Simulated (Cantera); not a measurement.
A perfectly stirred reactor is fed with CH3OH : O2 : N2 = 1 : 2.83 : 10.6 (molar parts), equivalence ratio 0.53, at 4.93 atm; it is adiabatic with a 350 K inlet, and is followed from long to short residence time, starting on the burning branch (τ in s: 0.051, 0.019, 0.0071, 0.0026, 0.00098, 0.00036, 0.00014, 5e-05, 1.9e-05).

Computed with Cantera and GRI-Mech 3.0 (53 species, 325 reactions). GRI-Mech 3.0 was tuned for natural gas; its chemistry of methanol as a main component is partial and can be far from experiment.

Problem. What does this change do: pressure from 4.93 atm to 12.8 atm?

Solution. 
| quantity | before | after |
|---|---|---|
| blow-out, bracketed by the residence times tried | burning at 2.60 ms, out at 0.980 ms | burning at 0.980 ms, out at 0.360 ms |
| x(CH3OH) at τ = 51.0 ms | 6.61e-6 | 4.94e-6 |
| x(O2) at τ = 51.0 ms | 0.0891 | 0.0891 |
| x(NO) at τ = 51.0 ms | 2.15e-6 | 1.33e-6 |
| x(C2H6) at τ = 51.0 ms | <1e-12 | <1e-12 |
| x(C2H2) at τ = 51.0 ms | <1e-12 | <1e-12 |
| x(CH3OH) at τ = 0.980 ms | 0.0693 | 0.000502 |
| x(O2) at τ = 0.980 ms | 0.196 | 0.0969 |
| x(NO) at τ = 0.980 ms | <1e-12 | 1.42e-7 |
| x(C2H6) at τ = 0.980 ms | <1e-12 | 7.15e-11 |
| x(C2H2) at τ = 0.980 ms | <1e-12 | 1.83e-11 |
The pressure lies above the range GRI-Mech 3.0 was tuned for (to about 10 atm).
